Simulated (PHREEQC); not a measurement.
Dissolve 0.38 mol/kgw ZnSO4, 0.0023 mol/kgw CaCl2, 0.0094 mol/kgw H2SO4 and 0.047 mol/kgw NaCl at 25 °C. Closed to the air; pH follows from the charge balance.

Model: ion-association model, phreeqc.dat, run in PHREEQC.

This is a speciation only: nothing precipitates in the calculation.

**Question.** Predict the pH.

**Answer.** pH 2.30.

**Question.** In which forms is Ca present?

**Answer.** Ca+2 58 %, CaSO4 40 %, CaHSO4+ 2.1 % of the Ca.

The ionic strength is past about 0.7 mol/kgw, beyond the range of this activity model, so the values are rough.
